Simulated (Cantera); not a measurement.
Mixture: 4.72 % CH₄, 0.255 % H₂, 19.9 % O₂, 75.1 % N₂, equivalence ratio 0.48, at 9.87 atm, adiabatic and at constant pressure. Ignition delay is the time to a rise of 400 K.

Cantera simulation using GRI-Mech 3.0 (53 species, 325 reactions); the numbers are that mechanism's predictions, not measurements.

Question: Predict: delay at 1225 K; delay at 1375 K; delay at 1525 K; delay at 1675 K; delay at 1825 K; apparent activation energy between 1750 and 1900 K.

Answer: delay at 1225 K: 1.54 ms
delay at 1375 K: 0.348 ms
delay at 1525 K: 93.5 µs
delay at 1675 K: 30.2 µs
delay at 1825 K: 11.6 µs
apparent activation energy between 1750 and 1900 K: 160 kJ/mol
